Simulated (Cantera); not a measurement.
Input: 1 mol S, 3.3 mol O2, at 825 °C.

These are equilibrium values from Cantera (NASA tables, ideal gas, pure condensed phases), not measurements of a reactor. Candidate condensed phases: S; 10 gas species. The ideal-gas law is rough above about 30 bar. Equilibrium is a limit: real reactors are often held back by kinetics, nucleation or transport.

log p: log10 of the partial pressure in bar; nothing condenses.

```csv
P (Pa),log p O2,log p SO3,log p SO2,log p O
10,-4.16,-6.80,-4.52,-10.70
120,___,___,___,___
1400,___,___,___,___
17000,-0.93,-2.03,-1.36,-9.09
210000,0.15,-0.53,-0.41,-8.55
2500000,1.22,0.79,0.38,-8.01
30000000,2.29,1.98,1.03,-7.48
```

Question: Complete the blanks.

Answer: 
- 1400, log p O2: -2.01
- 1400, log p SO3: -3.60
- 1400, log p SO2: -2.39
- 1400, log p O: -9.63
- 120, log p O2: -3.08
- 120, log p SO3: -5.18
- 120, log p SO2: -3.45
- 120, log p O: -10.16
